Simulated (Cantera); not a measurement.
An isothermal, constant-pressure homogeneous reactor starts with 0.308 % CH4, 99.4 % H2, 0.288 % CO2, at 2850 K and 75.0 Torr.

Cantera simulation using GRI-Mech 3.0 (53 species, 325 reactions); the numbers are that mechanism's predictions, not measurements.

One state of this run: x CH4 = 2.51e-7; x H2 = 0.730; x CO2 = 7.62e-11; x H2O2 = <1e-12; x OH = 8.42e-9; x CO = 0.00497. x: mole fraction; the columns are a selection and need not sum to one.

**Question.** Which value of t (s) does it belong to?
A) 0.0143
B) 0.119
C) 0.0242
D) 0.0702

**Answer.** B, 0.119
